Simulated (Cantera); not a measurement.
Feed: 1 mol SiH2Cl2, 5.8 mol H2, at 1525 K and 55.5 Torr.

Method: chemical equilibrium by Gibbs-energy minimisation in Cantera with the NASA 1993 tables (ideal gas, pure condensed phases). Candidate condensed phases: Si; 19 gas species. The tables' values for SiCl3 are old estimates; treat these amounts as uncertain. Kinetics and transport are ignored.

Question: What is the equilibrium state?

Answer: 
```json
{
  "x(H2)": "0.815",
  "x(HCl)": "0.121",
  "x(SiCl2)": "0.0584",
  "x(SiCl3)": "0.00451",
  "x(SiCl4)": "0.00103",
  "x(SiHCl3)": "0.000790",
  "x(SiH2Cl2)": "9.72e-5",
  "x(H)": "7.85e-5",
  "x(Cl)": "9.31e-6",
  "n(Si(s))": "0.497 mol",
  "gas_amount": "7.768 mol"
}
```
